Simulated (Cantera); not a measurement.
A jet of 3.56 % CH₄, 13.6 % O₂, 82.8 % N₂ at 300 K and 82.5 Torr hits a platinum plate 2.5 cm away at a mass flux of 0.023 kg/m²/s; the plate temperature is set and raised in steps from an oxygen-covered start.

Detailed kinetics in Cantera: Deutschmann's 1995 Pt surface mechanism with GRI-Mech 3.0 gas chemistry. Catalytic surfaces can have several steady states; this one follows from the mechanism file's or the stated starting coverage.

x: mole fraction at the wall; θ: surface coverage.

| plate T (K) | wall x CH₄ | wall x O₂ | wall x H₂O | wall x OH | wall x CO | wall x CO₂ | θ free Pt | θ O* | θ OH* |
|---|---|---|---|---|---|---|---|---|---|
| 900 | 0.0222 | 0.108 | 0.0252 | 3.07e-8 | 8.28e-6 | 0.0164 | 0.193 | 0.806 | 0.00138 |
| 950 | 0.0163 | 0.0950 | 0.0362 | 9.55e-8 | 8.45e-6 | 0.0236 | 0.262 | 0.736 | 0.00151 |
| 1000 | 0.0118 | 0.0856 | 0.0444 | 2.60e-7 | 8.35e-6 | 0.0290 | 0.335 | 0.664 | 0.00149 |
| 1050 | (withheld) | 0.0793 | 0.0498 | (withheld) | 8.32e-6 | 0.0326 | (withheld) | (withheld) | 0.00139 |
| 1100 | 0.00679 | 0.0751 | 0.0534 | 1.36e-6 | 8.48e-6 | 0.0350 | 0.476 | 0.523 | 0.00125 |
| 1150 | (withheld) | 0.0724 | 0.0557 | (withheld) | 8.90e-6 | 0.0366 | (withheld) | (withheld) | (withheld) |

What belongs in the gaps?


- 1050, wall x CH₄: 0.00880
- 1050, wall x OH: 6.26e-7
- 1050, θ free Pt: 0.406
- 1050, θ O*: 0.592
- 1150, wall x CH₄: 0.00543
- 1150, wall x OH: 2.73e-6
- 1150, θ free Pt: 0.541
- 1150, θ O*: 0.458
- 1150, θ OH*: 0.00111
